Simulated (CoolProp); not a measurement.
Vapour-liquid equilibrium of propylene (1) + 1-butene (2) at -63.65 °C; x and y are mole fractions of (1).

Values from CoolProp's multi-fluid Helmholtz-energy mixture model, Lemmon 2013 and Lemmon 2005; pair parameters Bell 2016.

```json
[
 {"x": "0.05", "bubble pressure (MPa)": "0.007283", "y at the bubble point": "0.316", "dew pressure at overall composition x (MPa)": "0.005475", "liquid density (mol/L)": "12.38"},
 {"x": "0.125", "bubble pressure (MPa)": "0.01035", "y at the bubble point": "0.556", "dew pressure at overall composition x (MPa)": "0.005887", "liquid density (mol/L)": "12.56"},
 {"x": "0.2", "bubble pressure (MPa)": "0.01340", "y at the bubble point": "…", "dew pressure at overall composition x (MPa)": "0.006365", "liquid density (mol/L)": "12.74"},
 {"x": "0.275", "bubble pressure (MPa)": "0.01645", "y at the bubble point": "0.767", "dew pressure at overall composition x (MPa)": "0.006929", "liquid density (mol/L)": "12.93"},
 {"x": "0.35", "bubble pressure (MPa)": "0.01948", "y at the bubble point": "0.823", "dew pressure at overall composition x (MPa)": "0.007601", "liquid density (mol/L)": "13.12"},
 {"x": "0.425", "bubble pressure (MPa)": "0.02252", "y at the bubble point": "0.864", "dew pressure at overall composition x (MPa)": "0.008417", "liquid density (mol/L)": "13.32"},
 {"x": "0.5", "bubble pressure (MPa)": "0.02554", "y at the bubble point": "0.895", "dew pressure at overall composition x (MPa)": "0.009429", "liquid density (mol/L)": "13.52"},
 {"x": "0.575", "bubble pressure (MPa)": "0.02857", "y at the bubble point": "0.920", "dew pressure at overall composition x (MPa)": "0.01072", "liquid density (mol/L)": "13.72"},
 {"x": "0.65", "bubble pressure (MPa)": "0.03160", "y at the bubble point": "0.940", "dew pressure at overall composition x (MPa)": "0.01241", "liquid density (mol/L)": "13.93"},
 {"x": "0.725", "bubble pressure (MPa)": "…", "y at the bubble point": "0.957", "dew pressure at overall composition x (MPa)": "0.01473", "liquid density (mol/L)": "14.14"},
 {"x": "0.8", "bubble pressure (MPa)": "0.03768", "y at the bubble point": "0.971", "dew pressure at overall composition x (MPa)": "0.01812", "liquid density (mol/L)": "14.36"},
 {"x": "0.875", "bubble pressure (MPa)": "0.04073", "y at the bubble point": "0.983", "dew pressure at overall composition x (MPa)": "0.02351", "liquid density (mol/L)": "14.58"},
 {"x": "0.95", "bubble pressure (MPa)": "0.04380", "y at the bubble point": "0.994", "dew pressure at overall composition x (MPa)": "…", "liquid density (mol/L)": "14.81"}
]
```

**Question.** Fill in the missing entries.

**Answer.** 
- 0.2, y at the bubble point: 0.685
- 0.725, bubble pressure (MPa): 0.03464
- 0.95, dew pressure at overall composition x (MPa): 0.03333

No azeotrope shows between x = 0.05 and 0.95.

Pair parameters are fitted to limited data, so mixtures are less certain than the pure fluids.
